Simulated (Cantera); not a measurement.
## Sublimation and decomposition of ceramics: Si3N4 + H2

Input: 1 mol Si3N4, 0.93 mol H2, at 1.50 bar.

Equilibrium computed with Cantera from the NASA thermochemical tables; the gas is ideal and each condensed phase is pure. Candidate condensed phases: Si, Si3N4; 18 gas species. Mutual solubility and eutectic melting of coexisting phases are not modelled. The tables' values for SiN are old estimates; treat these amounts as uncertain. Gases not in the tables: Si2H6 and higher silanes. The numbers say what is thermodynamically allowed, not how fast it happens.

At 1600 K the condensed part is Si3N4(s). From 1700 K to 2100 K the condensed part is Si(l) + Si3N4(s). From 2200 K to 2700 K the condensed part is Si(l). The main Si-bearing gas is SiH2 at 1600 K and Si at 2700 K.

| T (K) | x H2 | x N2 | x H | x Si | x SiH | x SiN | x Si2N | x SiH2 | n Si3N4(s) | n Si(l) |
|---|---|---|---|---|---|---|---|---|---|---|
| 1600 | 1.000 | 0.000199 | 4.44e-5 | 6.50e-8 | 1.73e-7 | 9.69e-10 | 1.62e-9 | 5.00e-6 | 1.000 | 0 |
| 1700 | 0.999 | 0.00104 | 0.000120 | 4.52e-7 | 8.57e-7 | 1.08e-8 | 1.95e-8 | 1.42e-5 | 1.000 | 0.00144 |
| 1800 | 0.994 | 0.00587 | 0.000291 | 2.12e-6 | 2.95e-6 | 8.80e-8 | 1.41e-7 | 2.97e-5 | 0.997 | 0.00821 |
| 1900 | 0.972 | 0.0275 | 0.000639 | 8.41e-6 | 8.81e-6 | 5.71e-7 | 8.26e-7 | 5.67e-5 | 0.987 | 0.0393 |
| 2000 | 0.889 | 0.110 | 0.00125 | 2.90e-5 | 2.27e-5 | 3.06e-6 | 4.02e-6 | 9.44e-5 | 0.943 | 0.172 |
| 2100 | 0.616 | 0.382 | 0.00200 | 8.89e-5 | 4.64e-5 | 1.40e-5 | 1.68e-5 | 0.000112 | 0.713 | 0.862 |
| 2200 | 0.315 | 0.681 | 0.00258 | 0.000246 | 7.48e-5 | 4.20e-5 | 4.63e-5 | 9.41e-5 | 0 | 3.00 |
| 2300 | 0.314 | 0.680 | 0.00443 | 0.000621 | 0.000157 | 8.78e-5 | 8.97e-5 | 0.000146 | 0 | 3.00 |
| 2400 | 0.312 | 0.679 | 0.00725 | 0.00145 | 0.000307 | 0.000173 | 0.000164 | 0.000219 | 0 | 2.99 |
| 2500 | 0.308 | 0.676 | 0.0114 | 0.00316 | 0.000568 | 0.000321 | 0.000285 | 0.000315 | 0 | 2.98 |
| 2600 | 0.303 | 0.671 | 0.0172 | 0.00649 | 0.000999 | 0.000568 | 0.000472 | 0.000437 | 0 | 2.97 |
| 2700 | 0.295 | 0.663 | 0.0252 | 0.0126 | 0.00167 | 0.000960 | 0.000750 | 0.000586 | 0 | 2.94 |
x: gas mole fraction; n: condensed amount in mol.
